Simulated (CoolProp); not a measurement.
Vapour-liquid equilibrium of C2F6 (R116) (1) + R22 (2) at -37.85 °C; x and y are mole fractions of (1).

The numbers come from the multi-fluid Helmholtz-energy mixture model, Lemmon 2006 and Kamei 1995; pair parameters Bell 2016 in CoolProp.

### Question
Give the bubble pressure and the first vapour's composition at x = 0.05, 0.2, 0.8. Is there an azeotrope?

### Answer
x = 0.05: 2.288 bar, y = 0.499; x = 0.2: 4.046 bar, y = 0.732; x = 0.8: 5.529 bar, y = 0.878. No azeotrope shows between x = 0.05 and 0.95.

Pair parameters are fitted to limited data, so mixtures are less certain than the pure fluids. With so large a gap from Raoult's law the liquid may split in two, which this calculation doesn't test in full.
